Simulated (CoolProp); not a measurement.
Properties of the fluoroketone C6F12O (FK-5-1-12) along the isotherm 389.8 K.

The numbers come from the reference Helmholtz-energy equation of state, McLinden 2015 in CoolProp.

```
p (MPa)   phase  density (kg/m³)  cv (kJ/(kg K))  expansivity (1/kK)
-------  ------  ---------------  --------------  ------------------
0.0296      gas            2.912          0.9208               2.650
0.0434      gas            4.288          0.9213               2.690
0.0637      gas            6.333          0.9221               2.752
0.0935      gas            9.382          0.9233               2.848
0.137       gas            13.94          0.9250               2.997
0.201       gas            20.90          0.9276               3.241
0.296       gas            31.88          0.9318               3.672
0.434       gas            49.50          0.9385               4.513
0.637       gas            80.96          0.9504               6.688
0.935    liquid             1269          0.9683               4.033
1.37     liquid             1279          0.9671               3.789
2.01     liquid             1292          0.9654               3.502
2.96     liquid             1309          0.9635               3.179
4.34     liquid             1330          0.9613               2.842
6.37     liquid             1356          0.9589               2.503
9.35     liquid             1387          0.9567               2.177
```
